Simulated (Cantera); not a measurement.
# Equilibrium for nitride etching: AlN + HCl + N₂

Charge: 1 mol AlN, 2.5 mol HCl, a varied amount of N₂, at 1573 K and 1.58 Torr.

These are equilibrium values from Cantera (NASA tables, ideal gas, pure condensed phases), not measurements of a reactor. Candidate condensed phases: Al, AlCl₃, AlN, NH₄Cl; 20 gas species. The tables' values for AlCl₂ are old estimates; treat these amounts as uncertain. Rates play no part.

```tsv
n(N₂) (mol)	x N₂	x H₂	x HCl	x AlCl	x AlCl₃	x AlCl₂
6.2	0.723	0.101	0.0671	0.0515	0.0383	0.0181
15	0.855	0.0487	0.0404	0.0295	0.0166	0.00905
25	0.906	0.0300	0.0287	0.0204	0.00940	0.00566
34	0.928	0.0220	0.0230	0.0162	0.00651	0.00419
43	0.941	0.0173	0.0193	0.0135	0.00486	0.00331
52	0.951	0.0142	0.0167	0.0116	0.00381	0.00271
61	0.957	0.0120	0.0148	0.0102	0.00309	0.00229
70	0.963	0.0104	0.0133	0.00910	0.00258	0.00198
```
x: gas mole fraction; nothing condenses.

From 6.2 mol N₂ to 70 mol N₂ nothing is condensed. The main Al-bearing gas is AlCl throughout.
